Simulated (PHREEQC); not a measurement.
Consider water at 71 °C with 0.11 mol K2CO3 and 0.0055 mol Fe(NO3)3 per kg of water. Closed to the air; pH follows from the charge balance.

Equilibrium calculation in PHREEQC: ion-association model, wateq4f.dat.

```json
[
 {"quantity": "pH", "before": "10.18", "after": "9.55"},
 {"quantity": "ionic strength (mol/kgw)", "before": "0.304", "after": "0.00247"},
 {"quantity": "Fe(OH)3 (mol/kgw)", "before": "5.22e-5", "after": "3.01e-6"},
 {"quantity": "Fe(OH)2+ (mol/kgw)", "before": "7.24e-9", "after": "1.22e-9"},
 {"quantity": "SI of Goethite (FeOOH)", "before": "+8.30", "after": "+7.03"},
 {"quantity": "SI of Hematite (Fe2O3)", "before": "+18.79", "after": "+16.25"}
]
```

Question: What was changed between the two runs?
(A) Fe(NO3)3 from 0.0055 to 0.00275 mol/kgw
(B) diluted 100-fold with water
(C) Fe(NO3)3 from 0.0055 to 0.00495 mol/kgw
(D) K2CO3 from 0.11 to 0.011 mol/kgw
(E) diluted 10-fold with water

Answer: B, diluted 100-fold with water

Precipitation was switched off in this run. Some of these states are supersaturated (in Hematite (slow to form), Goethite (slow to form), for instance). Away from 25 °C the constants follow the database's enthalpies or fits; those with neither stay at their 25 °C values.
